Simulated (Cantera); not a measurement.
Input (Python, Cantera):

```python
import numpy as np
import cantera as ct

gas = ct.Solution("h2o2.yaml")
gas.TPX = 500, 500000, {'H2': 1, 'O2': 0.781, 'N2': 3.75}
flame = ct.FreeFlame(gas, width=0.013)
flame.set_refine_criteria(ratio=3, slope=0.08, curve=0.16)
flame.transport_model = "unity-Lewis-number"
flame.solve(loglevel=0, auto=True)
z, T = flame.grid, flame.T
thick = (T[-1] - T[0]) / np.gradient(T, z).max()
show = ['H2', 'O2', 'HO2', 'OH', 'H', 'O']
print(f"laminar burning velocity  {flame.velocity[0] * 100:.3f} cm/s")
print(f"burnt temperature         {T[-1]:.1f} K")
print(f"thermal thickness         {thick * 1e3:.4f} mm")
print(f"grid points               {len(z)}")
z0 = z[flame.heat_release_rate.argmax()]
print(f"{'z/mm':>9s}{'T/K':>9s}{'u/(m/s)':>9s}" + "".join(f"{s:>11s}" for s in show))
rows = []
for k in (-3, -2, -1.5, -1, -0.5, -0.25, 0, 0.25, 0.5, 1, 2, 4, 8):
    zz = z0 + k * thick
    rows.append([k * thick, np.interp(zz, z, T), np.interp(zz, z, flame.velocity),
                 *(np.interp(zz, z, flame.X[gas.species_index(s)]) for s in show)])
    print(f"{rows[-1][0] * 1e3:9.3f}{rows[-1][1]:9.1f}{rows[-1][2]:9.3f}" + "".join(f"{x:11.3e}" for x in rows[-1][3:]))
```

Output:

```
laminar burning velocity  153.085 cm/s
burnt temperature         1865.3 K
thermal thickness         0.0541 mm
grid points               108
     z/mm      T/K  u/(m/s)         H2         O2        HO2         OH          H          O
   -0.162    500.7    1.533  1.807e-01  1.412e-01  8.466e-07  6.650e-12  9.449e-13  3.468e-10
   -0.108    503.8    1.542  1.804e-01  1.410e-01  4.906e-06  1.032e-10  1.364e-11  4.062e-09
   -0.081    511.9    1.566  1.795e-01  1.406e-01  1.580e-05  1.202e-09  1.523e-10  2.730e-08
   -0.054    551.7    1.684  1.750e-01  1.384e-01  7.297e-05  4.141e-08  7.206e-09  3.763e-07
   -0.027    787.7    2.368  1.474e-01  1.250e-01  4.424e-04  3.443e-05  3.783e-05  3.076e-05
   -0.014   1085.0    3.198  1.079e-01  1.063e-01  4.687e-04  5.789e-04  1.336e-03  4.153e-04
    0.000   1401.5    4.041  5.554e-02  8.125e-02  2.654e-04  2.747e-03  6.231e-03  2.258e-03
    0.014   1599.6    4.546  2.246e-02  6.429e-02  1.598e-04  5.509e-03  7.258e-03  3.989e-03
    0.027   1700.9    4.796  1.057e-02  5.801e-02  1.090e-04  6.485e-03  4.785e-03  3.847e-03
    0.054   1785.6    5.003  4.313e-03  5.552e-02  6.074e-05  5.695e-03  1.711e-03  2.234e-03
    0.108   1833.9    5.119  1.529e-03  5.520e-02  2.534e-05  3.770e-03  3.642e-04  8.244e-04
    0.217   1854.1    5.168  4.613e-04  5.537e-02  8.556e-06  2.187e-03  6.125e-05  2.545e-04
    0.433   1861.4    5.186  1.509e-04  5.553e-02  3.193e-06  1.307e-03  1.219e-05  8.779e-05
```

Model: the H2/O2 subset of GRI-Mech 3.0, which has no nitrogen chemistry, integrated in Cantera. The hydrogen kinetics of GRI-Mech 3.0 are dated; newer H2 mechanisms differ, most at raised pressure. Unity Lewis numbers drop preferential diffusion, which matters most where H2 and H carry the flame. Burning velocities carry a grid error of a few per cent, more on coarse grids. Lean hydrogen flames are cellular in practice and burn faster than this planar one.
